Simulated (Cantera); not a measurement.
Thermodynamics of oxide etching and cleaning by halides, feed Fe2O3 + Cl2

Charge: 1 mol Fe2O3, 2.3 mol Cl2, held at 1.33 mbar.

Cantera equilibrium calculation (NASA polynomials, part measured and part estimated; ideal gas, pure solids and liquids). Candidate condensed phases: Fe, FeCl2, FeCl3, FeO, Fe2O3, Fe3O4; 13 gas species. The tables' stoichiometric FeO is somewhat more stable than real wüstite, so its field is too wide. FeO: taken at fixed stoichiometry. Equilibrium is a limit: real reactors are often held back by kinetics, nucleation or transport.

```tsv
T (K)	log p FeCl2	log p O2	log p Cl	log p Cl2	log p FeCl3	n Fe2O3(s)	n Fe3O4(s)	n FeO(l)
1300	-3.27	-3.34	-3.87	-3.92	-4.11	0.160	0	0
1350	-3.22	-3.32	-3.83	-4.23	-4.38	0.0717	0	0
1400	-3.20	-3.31	-3.82	-4.54	-4.66	0.0228	0	0
1450	-3.19	-3.31	-3.79	-4.81	-4.93	0	0.00337	0
1500	-3.19	-3.31	-3.76	-5.06	-5.19	0	0	0
1550	-3.19	-3.31	-3.74	-5.29	-5.43	0	0.000450	0
1600	-3.19	-3.31	-3.71	-5.51	-5.66	0	0.00287	0
1650	-3.19	-3.32	-3.69	-5.72	-5.87	0	0.00637	0
1700	-3.19	-3.32	-3.67	-5.91	-6.08	0	0.0104	0
1750	-3.20	-3.32	-3.66	-6.10	-6.27	0	0.0148	0
1800	-3.20	-3.33	-3.64	-6.27	-6.45	0	0.0193	0
1850	-3.21	-3.33	-3.62	-6.44	-6.62	0	0.0237	0
1900	-3.21	-3.34	-3.60	-6.58	-6.78	0	0	0.0932
```
log p: log10 of the partial pressure in bar; n: condensed amount in mol.

From 1300 K to 1400 K the condensed part is Fe2O3(s). At 1450 K the condensed part is Fe3O4(s). At 1500 K nothing is condensed. From 1550 K to 1850 K the condensed part is Fe3O4(s). At 1900 K the condensed part is FeO(l). The main Fe-bearing gas is FeCl2 throughout. The share of Fe in condensed phases is highest at 1300 K (16.0 %) and lowest at 1500 K (0.0 %).
